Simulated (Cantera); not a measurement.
A Cantera script and what it prints.

```python
import numpy as np
import cantera as ct

gas_names = """
    C CO CO2 C2 C2O C3 C3O2 C4 C5 K KO K2 O O2 O3
""".split()
cond_names = """
    C(gr) K(cr) K(L) KO2(s) K2CO3(s) K2CO3(L) K2O(s) K2O2(s)
""".split()


# ... load() reads the species with a 1 bar reference pressure and builds the phases ...
atoms = {
    'K2CO3': {'K': 2, 'C': 1, 'O': 3},
    'CO2': {'C': 1, 'O': 2},
    'O2': {'O': 2},
}
top_T = {'C(gr)': 4500, 'KO2(s)': 780, 'K2O(s)': 1000, 'K2O2(s)': 760}  # K; cautious upper limits of use, not melting points


# ... equilibrate(T, P, feed) seeds the gas with the atoms and calls Mixture.equilibrate('TP', solver="vcs", rtol=1e-11, max_steps=5000) ...
results = []
feed = {'K2CO3': 1, 'CO2': 4, 'O2': 0.65}  # mol
P = 26  # Pa
for T in [900, 975, 1050, 1125, 1200, 1275, 1350, 1425, 1500, 1575, 1650, 1725, 1800, 1875]:
    mix = equilibrate(T, P, feed)
    results.append((T, P, feed, dict(zip(mix.species_names, mix.species_moles))))

top = {s: max(r[3][s] / sum(r[3][g] for g in gas_names) for r in results) for s in gas_names}
cols = sorted((s for s in top if top[s] > 0.001), key=lambda s: -top[s])[:7]
seen = [c for c in cond_names if any(r[3].get(c, 0) > 1e-12 for r in results)]
print("log10 of partial pressures in bar; condensed amounts in mol")
print(f"{'T/K':>10s}" + "".join(f"{s[:9]:>10s}" for s in cols + seen))
for T, P, feed, n in results:
    ng = sum(n[g] for g in gas_names)
    print(f"{T:10.4g}" + "".join(f"{np.log10(max(n[s] / ng * P / 1e5, 1e-99)):10.3f}" for s in cols)
          + "".join(f"{n.get(c, 0):10.4g}" for c in seen))
```

Result:

```
log10 of partial pressures in bar; condensed amounts in mol
       T/K       CO2         K        O2        CO         O  K2CO3(s)  K2CO3(L)
       900    -3.650   -12.008    -4.440   -13.287   -13.489         1         0
       975    -3.650    -9.988    -4.440   -12.025   -12.362         1         0
      1050    -3.650    -8.267    -4.440   -10.943   -11.395         1         0
      1125    -3.651    -6.786    -4.440   -10.008   -10.556    0.9985         0
      1200    -3.657    -5.509    -4.439    -9.195    -9.821         0    0.9717
      1275    -3.742    -4.376    -4.437    -8.560    -9.171         0    0.4739
      1350    -3.797    -4.196    -4.436    -7.976    -8.593         0         0
      1425    -3.797    -4.196    -4.436    -7.404    -8.076         0         0
      1500    -3.798    -4.196    -4.435    -6.890    -7.610         0         0
      1575    -3.799    -4.196    -4.434    -6.427    -7.188         0         0
      1650    -3.801    -4.197    -4.432    -6.008    -6.803         0         0
      1725    -3.806    -4.198    -4.426    -5.631    -6.450         0         0
      1800    -3.816    -4.200    -4.416    -5.295    -6.123         0         0
      1875    -3.836    -4.205    -4.397    -5.000    -5.817         0         0
```

These are equilibrium values from Cantera (NASA tables, ideal gas, pure condensed phases), not measurements of a reactor.
